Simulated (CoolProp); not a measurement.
Vapour-liquid equilibrium of benzene (1) + dimethyl carbonate (2) at 0.17 MPa; x and y are mole fractions of (1).

Computed with CoolProp (multi-fluid Helmholtz-energy mixture model, Thol 2012 and Zhou 2011; pair parameters Bell 2016).

Q: Give the bubble temperature and the first vapour's composition at x = 0.35, 0.5, 0.8. Is there an azeotrope?

A: x = 0.35: 374.3 K, y = 0.432; x = 0.5: 372.8 K, y = 0.565; x = 0.8: 371.2 K, y = 0.813. y crosses x between x = 0.875 and 0.95: the model has an azeotrope there.

The pair parameters rest on a limited set of measurements; away from them the model extrapolates.
